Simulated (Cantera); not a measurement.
An isothermal, constant-pressure homogeneous reactor starts with 0.654 % H₂, 24.2 % O₂, 75.1 % N₂, at 900 K and 360 Pa.

Detailed kinetics in Cantera: GRI-Mech 3.0 (53 species, 325 reactions). Radical loss at walls, strong at low pressure, is not modelled. Below about 950 K walls govern HO2 and H2O2 in real vessels.

x: mole fraction; the columns are a selection and need not sum to one.

```tsv
t (s)	x H₂	x O₂	x H₂O₂	x O	x NO	x N₂O	x H
2.00e-6	0.00654	0.242	<1e-12	<1e-12	<1e-12	<1e-12	<1e-12
8.98e-6	0.00654	0.242	<1e-12	<1e-12	<1e-12	<1e-12	<1e-12
4.03e-5	0.00654	0.242	<1e-12	<1e-12	<1e-12	<1e-12	<1e-12
0.000181	0.00654	0.242	<1e-12	<1e-12	<1e-12	<1e-12	<1e-12
0.000814	0.00654	0.242	<1e-12	<1e-12	<1e-12	<1e-12	<1e-12
0.00366	0.00654	0.242	<1e-12	<1e-12	<1e-12	<1e-12	<1e-12
0.0164	0.00654	0.242	<1e-12	4.03e-12	<1e-12	<1e-12	2.76e-12
0.0737	0.00654	0.242	<1e-12	5.70e-10	<1e-12	<1e-12	2.74e-10
0.331	0.00155	0.239	1.18e-8	0.00184	8.20e-10	6.06e-11	0.00165
1.49	3.10e-5	0.239	2.57e-9	0.000987	1.19e-8	1.01e-9	0.000196
6.68	?	0.240	?	?	1.27e-8	?	?
30.0	?	0.240	?	?	1.27e-8	?	?
```

Q: What belongs in the gaps?

A: 
- 6.68, x H₂: 2.44e-6
- 6.68, x H₂O₂: 2.08e-9
- 6.68, x O: 8.93e-5
- 6.68, x N₂O: 1.60e-9
- 6.68, x H: 4.70e-6
- 30.0, x H₂: 1.22e-7
- 30.0, x H₂O₂: 1.05e-9
- 30.0, x O: 5.08e-6
- 30.0, x N₂O: 1.77e-9
- 30.0, x H: 6.35e-8
